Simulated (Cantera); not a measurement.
What does this Cantera script print?

```python
import numpy as np
import cantera as ct

gas_names = """
    H HNO HNO2 HNO3 HO2 H2 H2O H2O2 N NH NH2 NH3 NH2OH NO NO2 NO3 N2 N2H2 N2H4 N2O O OH O2 O3 Si SiH
    SiH2 SiH3 SiH4 SiN SiO SiO2 Si2 Si2N Si3
""".split()
cond_names = """
    H2O(s) H2O(L) Si(cr) Si(L) SiO2(Lqz) SiO2(hqz) SiO2(L) Si2N2O(s) Si3N4(a)
""".split()


# ... load() reads the species with a 1 bar reference pressure and builds the phases ...
atoms = {
    'Si3N4': {'Si': 3, 'N': 4},
    'N2O': {'N': 2, 'O': 1},
    'H2': {'H': 2},
}
top_T = {'Si2N2O(s)': 2100, 'Si3N4(a)': 2400}  # K; cautious upper limits of use, not melting points


# ... equilibrate(T, P, feed) seeds the gas with the atoms and calls Mixture.equilibrate('TP', solver="vcs", rtol=1e-11, max_steps=5000) ...
results = []
feed = {'Si3N4': 1, 'N2O': 2.1, 'H2': 250}  # mol
P = 10000  # Pa
for T in [1023, 1098, 1173, 1248, 1323, 1398, 1473, 1548, 1623, 1698, 1773, 1848, 1923, 1998]:
    mix = equilibrate(T, P, feed)
    results.append((T, P, feed, dict(zip(mix.species_names, mix.species_moles))))
    x = sorted(zip(gas.X, gas.species_names), reverse=True)
    print(f"T = {T:g} K  P = {P:g} Pa  gas = {mix.phase_moles(0):.4g} mol")
    print("   x: " + "  ".join(f"{s} {v:.3e}" for v, s in x if v > 1e-05))
    print("   condensed (mol): " + ("  ".join(f"{mix.phase(i).name} {mix.phase_moles(i):.4g}"
          for i in range(1, mix.n_phases) if mix.phase_moles(i) > 1e-12) or "none"))
```

Result:

```
T = 1023 K  P = 10000 Pa  gas = 252.8 mol
   x: H2 9.889e-01  N2 1.107e-02  H2O 1.714e-05
   condensed (mol): SiO2(hqz) 0.3971  Si2N2O(s) 1.301
T = 1098 K  P = 10000 Pa  gas = 252.8 mol
   x: H2 9.889e-01  N2 1.107e-02  H2O 2.395e-05
   condensed (mol): SiO2(hqz) 0.396  Si2N2O(s) 1.302
T = 1173 K  P = 10000 Pa  gas = 252.8 mol
   x: H2 9.889e-01  N2 1.106e-02  H2O 3.197e-05
   condensed (mol): SiO2(hqz) 0.3946  Si2N2O(s) 1.303
T = 1248 K  P = 10000 Pa  gas = 252.8 mol
   x: H2 9.889e-01  N2 1.106e-02  H2O 4.111e-05
   condensed (mol): SiO2(hqz) 0.3931  Si2N2O(s) 1.303
T = 1323 K  P = 10000 Pa  gas = 252.8 mol
   x: H2 9.889e-01  N2 1.106e-02  H2O 5.129e-05
   condensed (mol): SiO2(hqz) 0.3913  Si2N2O(s) 1.304
T = 1398 K  P = 10000 Pa  gas = 252.8 mol
   x: H2 9.889e-01  N2 1.106e-02  H2O 6.240e-05  H 1.488e-05  SiO 1.139e-05
   condensed (mol): SiO2(hqz) 0.3885  Si2N2O(s) 1.304
T = 1473 K  P = 10000 Pa  gas = 252.8 mol
   x: H2 9.887e-01  N2 1.108e-02  SiO 1.029e-04  H2O 7.436e-05  H 3.978e-05
   condensed (mol): SiO2(hqz) 0.3788  Si2N2O(s) 1.298
T = 1548 K  P = 10000 Pa  gas = 253.1 mol
   x: H2 9.878e-01  N2 1.128e-02  SiO 7.426e-04  H 9.678e-05  H2O 8.742e-05
   condensed (mol): SiO2(hqz) 0.3226  Si2N2O(s) 1.245
T = 1623 K  P = 10000 Pa  gas = 254.3 mol
   x: H2 9.829e-01  N2 1.242e-02  SiO 4.326e-03  H 2.167e-04  H2O 1.035e-04
   condensed (mol): SiO2(hqz) 0.01576  Si2N2O(s) 0.942
T = 1698 K  P = 10000 Pa  gas = 254.5 mol
   x: H2 9.823e-01  N2 1.257e-02  SiO 4.709e-03  H 4.532e-04
   condensed (mol): Si2N2O(s) 0.9005
T = 1773 K  P = 10000 Pa  gas = 256.1 mol
   x: H2 9.758e-01  N2 1.553e-02  SiO 7.716e-03  H 8.887e-04  SiH2 2.408e-05  Si 2.130e-05
   condensed (mol): Si(L) 0.762  Si2N2O(s) 0.124
T = 1848 K  P = 10000 Pa  gas = 256.4 mol
   x: H2 9.740e-01  N2 1.599e-02  SiO 8.188e-03  H 1.655e-03  Si 6.273e-05  SiH2 4.052e-05  SiH 1.952e-05
   condensed (mol): Si(L) 0.8674
T = 1923 K  P = 10000 Pa  gas = 256.6 mol
   x: H2 9.726e-01  N2 1.597e-02  SiO 8.182e-03  H 2.938e-03  Si 1.696e-04  SiH2 6.546e-05  SiH 4.329e-05
   condensed (mol): Si(L) 0.8256
T = 1998 K  P = 10000 Pa  gas = 257 mol
   x: H2 9.702e-01  N2 1.595e-02  SiO 8.172e-03  H 4.997e-03  Si 4.253e-04  SiH2 1.019e-04  SiH 9.029e-05
   condensed (mol): Si(L) 0.7343
```

Method: chemical equilibrium by Gibbs-energy minimisation in Cantera with the NASA 1993 tables (ideal gas, pure condensed phases). Mutual solubility and eutectic melting of coexisting phases are not modelled. The tables hold silica as quartz up to 1696 K and as liquid above; real silica turns to tridymite and cristobalite and melts near 1996 K. Gases not in the tables: Si2H6 and higher silanes.
